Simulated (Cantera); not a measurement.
Mixture: 8.43 % C2H4, 19.5 % O2, 70.1 % N2, 2.02 % H2O, equivalence ratio 1.3, at 900 Torr, adiabatic and at constant volume. Ignition delay is the time to a rise of 400 K.

Model: GRI-Mech 3.0 (53 species, 325 reactions), integrated in Cantera. GRI-Mech 3.0 was tuned for natural gas; its chemistry of ethylene as a main component is partial and can be far from experiment. Where the delays flatten at high temperature, the 400 K rule measures the pace of heat release, not the induction time.

Task: Predict: delay at 1450 K; delay at 1525 K; delay at 1600 K; delay at 1675 K; delay at 1750 K; apparent activation energy between 1600 and 1750 K.

Result: 
- delay at 1450 K: 28.9 µs
- delay at 1525 K: 20.4 µs
- delay at 1600 K: 15.2 µs
- delay at 1675 K: 11.9 µs
- delay at 1750 K: 9.49 µs
- apparent activation energy between 1600 and 1750 K: 74 kJ/mol
